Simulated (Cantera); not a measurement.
What does this Cantera script print?

```python
import numpy as np
import cantera as ct

gas = ct.Solution("gri30.yaml")
gas.TPX = 1823, 46000, {'CH4': 1, 'H2O': 0.53, 'H2': 0.55}
reactor = ct.IdealGasConstPressureReactor(gas, energy="off", clone=False)
net = ct.ReactorNet([reactor])
net.rtol, net.atol = 1e-08, 1e-18
show = ['CH4', 'H2O', 'H2', 'OH', 'CH2O', 'HO2']
times = np.geomspace(0.0002, 3, 9)

steps = ct.SolutionArray(gas, extra=["t"])
rows = []
print(f"{'t/s':>10s}{'T/K':>9s}{'P/Pa':>11s}" + "".join(f"{s:>11s}" for s in show))
for t in times:
    while net.time < t:
        t_next = net.step()
        steps.append(gas.state, t=t_next)
    rows.append([np.interp(t, steps.t, y) for y in (steps.T, steps.P, *steps(*show).X.T)])
    print(f"{t:10.3e}{rows[-1][0]:9.1f}{rows[-1][1]:11.4g}" + "".join(f"{x:11.3e}" for x in rows[-1][2:]))
rate = np.gradient(steps.T, steps.t)
print("integrator steps:", len(steps.t))
if steps.T.max() > steps.T[0] + 200:
    print(f"time of steepest temperature rise: {steps.t[rate.argmax()]:.4e} s")
gas.TPX = 1823, 46000, {'CH4': 1, 'H2O': 0.53, 'H2': 0.55}
gas.equilibrate("TP")
print(f"equilibrium (TP): T = {gas.T:.1f} K  " + "  ".join(f"{s} {gas[s].X[0]:.3e}" for s in show))
```

It prints:

```
       t/s      T/K       P/Pa        CH4        H2O         H2         OH       CH2O        HO2
 2.000e-04   1823.0    4.6e+04  4.454e-01  2.508e-01  2.866e-01  1.120e-05  1.743e-05  2.696e-13
 6.653e-04   1823.0    4.6e+04  3.479e-01  2.343e-01  3.674e-01  1.097e-05  1.364e-05  3.411e-13
 2.213e-03   1823.0    4.6e+04  2.049e-01  2.064e-01  4.922e-01  9.788e-06  6.627e-06  3.215e-13
 7.363e-03   1823.0    4.6e+04  8.841e-02  1.805e-01  5.952e-01  9.113e-06  2.569e-06  3.288e-13
 2.449e-02   1823.0    4.6e+04  3.326e-02  1.542e-01  6.539e-01  8.383e-06  9.059e-07  3.230e-13
 8.149e-02   1823.0    4.6e+04  1.896e-02  1.113e-01  6.951e-01  6.065e-06  3.741e-07  1.798e-13
 2.711e-01   1823.0    4.6e+04  1.231e-02  5.298e-02  7.414e-01  2.770e-06  1.167e-07  3.930e-14
 9.018e-01   1823.0    4.6e+04  6.263e-03  1.061e-02  7.756e-01  5.386e-07  3.002e-08  1.545e-15
 3.000e+00   1823.0    4.6e+04  3.955e-03  1.528e-04  7.845e-01  7.696e-09  2.209e-08  3.196e-19
integrator steps: 1484
equilibrium (TP): T = 1823.0 K  CH4 3.910e-03  H2O 6.873e-07  H2 7.847e-01  OH 3.471e-11  CH2O 2.203e-08  HO2 7.261e-24
```

Detailed kinetics in Cantera: GRI-Mech 3.0 (53 species, 325 reactions). GRI-Mech 3.0 stops at C3 and has no aromatics, soot or wall deposition, so with more carbon than oxygen in the feed, carbon stays in small species such as C2H2 where larger ones or solid carbon would form.
